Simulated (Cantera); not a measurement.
Ti + H₂O + CH₄ (titanium nitride, carbide and oxide coatings)

Input: 1 mol Ti, 0.14 mol H₂O, 3.4 mol CH₄, at 1.00 bar.

Equilibrium computed with Cantera from the NASA thermochemical tables; the gas is ideal and each condensed phase is pure. Candidate condensed phases: C, C₆H₆, C₇H₈, C₈H₁₈, H₂O, Ti, TiC, TiO, TiO₂, Ti₂O₃, Ti₃O₅, Ti₄O₇; 113 gas species. TiC: taken at fixed stoichiometry. Rates play no part.

```
T (°C)   x H₂    x CO       x H     x CH₄  x C₂H₂ (acetylene)  n C(graphite)  n TiC(s)
------  -----  ------  --------  --------  ------------------  -------------  --------
1252    0.978  0.0198   2.34e-5   0.00218             1.18e-5           2.24      1.00
1352    0.979  0.0198   6.98e-5   0.00141             3.48e-5           2.25      1.00
1452    0.979  0.0198  0.000184  0.000957             9.02e-5           2.25      1.00
1552    0.979  0.0198  0.000436  0.000679            0.000210           2.25      1.00
1652    0.978  0.0198  0.000946  0.000500            0.000448           2.25      1.00
1752    0.977  0.0198   0.00190  0.000379            0.000884           2.24      1.00
1852    0.975  0.0197   0.00359  0.000295             0.00163           2.23      1.00
```
x: gas mole fraction; n: condensed amount in mol.

From 1252 °C to 1852 °C the condensed part is C(graphite) + TiC(s).
